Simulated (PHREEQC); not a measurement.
A made-up water analysis in mg/kgw, 20 °C, pH 6.21: Na 5960; K 1280; Ca 980; Mg 580; Cl 11200; S(6) as SO4 3570; Alkalinity as HCO3 0.262; Br 62; Li 25.8; Si as SiO2 42.

Valence states are taken as typed.

The numbers come from PHREEQC with the Pitzer model, pitzer.dat.

The ionic strength is 0.477 mol/kgw. The activity of water comes out as 0.989. The specific conductance comes out as 30500 µS/cm. The density comes out as 1.016 g/cm³. The osmotic coefficient comes out as 0.879. The charge-balance error is 0.2 %.

```
species  molality  activity   log γ
-------  --------  --------  ------
Cl-         0.316     0.206  -0.186
Na+         0.259     0.183  -0.150
SO4-2      0.0372   0.00435  -0.932
K+         0.0327    0.0219  -0.174
Ca+2       0.0244   0.00537  -0.658
Mg+2       0.0239   0.00584  -0.611
Li+       0.00372   0.00282  -0.119
Br-      0.000776  0.000517  -0.176
H4SiO4   0.000699  0.000735   0.022
HCO3-     5.13e-6   3.51e-6  -0.165
CO2       4.81e-6   5.15e-6   0.029
H+        8.15e-7   6.17e-7  -0.121
HSO4-     3.33e-7   2.23e-7  -0.175
```

No solid was allowed to form.
